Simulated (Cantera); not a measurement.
Feed: 1 mol B2H6, 2.2 mol N2, 15 mol H2, at 1450 °C and 0.130 bar.

Equilibrium computed with Cantera from the NASA thermochemical tables; the gas is ideal and each condensed phase is pure. Candidate condensed phases: B, BN; 15 gas species. The feed counts by its element totals alone. Equilibrium is a limit: real reactors are often held back by kinetics, nucleation or transport.

Base state: H2 0.937, N2 0.0625, H 0.000490 (mole fractions); condensed: BN(s).

Task: What changes in the equilibrium state with this change: B2H6 replaced by BF3?

Result: 
```csv
species,before,after
H2,0.937,0.807
N2,0.0625,0.117
BF3,0,0.0412
HF,0,0.0277
BHF2,0,0.00324
BF2,0,0.00314
"BN(s), mol",2.00,0.126
```
The tables' values for BF2 are old estimates; treat these amounts as uncertain.

Task: What changes in the equilibrium state with this change: 2 mol Cl2 added?

Result: 
```csv
species,before,after
H2,0.937,0.754
HCl,0,0.188
N2,0.0625,0.0566
BCl3,0,4.24e-5
Cl,0,8.50e-5
BCl,0,1.73e-5
"BN(s), mol",2.00,2.00
```
The tables' values for BCl are old estimates; treat these amounts as uncertain. Further candidate phases: NH4Cl.

Task: What changes in the equilibrium state with this change: pressure from 0.130 bar to 82.0 Pa?

Result: 
```csv
species,before,after
H2,0.937,0.932
N2,0.0625,0.0623
H,0.000490,0.00615
"BN(s), mol",2.00,2.00
```
